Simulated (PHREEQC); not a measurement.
0.16 g of hydrous ferric oxide (600 m²/g; 0.2 weak and 0.005 strong sites per Fe, Dzombak-Morel constants, diffuse double layer) in 1 kg of water with 0.01 mol/kgw of an inert sodium salt, at 25 °C; the pH is set by adding NaOH or the inert anion's acid. O2 is buffered at 0.21 atm. No CO2 enters from the air. Nothing may precipitate in this run.

Equilibrium calculation in PHREEQC: ion-association model, wateq4f.dat.

| pH | surface charge σ (C/m²) | surface potential ψ (mV) |
|---|---|---|
| 3 | 0.325 | 203 |
| 3.5 | 0.275 | 197 |
| 4 | 0.216 | 185 |
| 4.5 | 0.160 | 170 |
| 5.5 | 0.077 | 132 |
| 6 | 0.050 | 110 |
| 6.5 | 0.030 | 86 |
| 7 | 0.017 | 61 |
| 7.5 | 0.008 | 34 |
| 8 | 0.001 | 6 |
| 8.5 | -0.005 | -22 |
| 9.5 | -0.024 | -75 |
| 10 | -0.040 | -100 |
| 10.5 | -0.064 | -123 |
| 11 | -0.099 | -143 |

The oxide is taken as insoluble; below pH 4 it would dissolve.
